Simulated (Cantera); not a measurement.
Predominance diagram of Mg at 800 K against the partial pressures of O2 and Br2 (log10, bar). Cantera with NASA thermochemical tables; ideal gases at 1 bar, condensed phases pure. Candidates: Mg(s), MgBr2(s), MgO(s). Only these pure phases compete in this equilibrium. Not in the tables: oxide halides.

```
log p(Br2) \ log p(O2)
        columns: -27, -25.5, -24, -22.5, -21, -19.5, -18, -16.5, -15, -13.5, -12, -10.5, -9, -7.5, -6, -4.5, -3, -1.5, 0
      0  A A A A A A A A A A A B B B B B B B B
   -2.5  A A A A A A A A B B B B B B B B B B B
     -5  A A A A B B B B B B B B B B B B B B B
   -7.5  A B B B B B B B B B B B B B B B B B B
    -10  B B B B B B B B B B B B B B B B B B B
  -12.5  B B B B B B B B B B B B B B B B B B B
    -15  B B B B B B B B B B B B B B B B B B B
  -17.5  B B B B B B B B B B B B B B B B B B B
    -20  B B B B B B B B B B B B B B B B B B B
  -22.5  B B B B B B B B B B B B B B B B B B B
    -25  B B B B B B B B B B B B B B B B B B B
```

A: MgBr2(s); B: MgO(s).
